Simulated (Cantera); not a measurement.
Feed: 1 mol CuF₂, 5.7 mol H₂, 81 mol N₂, held at 700 K and 0.00135 Torr.

Cantera equilibrium calculation (NASA polynomials, part measured and part estimated; ideal gas, pure solids and liquids). Candidate condensed phases: Cu, CuF₂; 25 gas species. The numbers say what is thermodynamically allowed, not how fast it happens.

Base state: N₂ 0.924, H₂ 0.0536, HF 0.0228 (mole fractions); condensed: Cu(s).

Question: What changes in the equilibrium state with this change: temperature from 700 K to 2098.15 K?

Answer: 
```
species     before     after
----------  ------  --------
N₂           0.924     0.868
H            <1e-9    0.0978
HF          0.0228    0.0208
H₂          0.0536   0.00181
Cu           <1e-9    0.0107
F            <1e-9  0.000673
Cu(s), mol    1.00         0
```
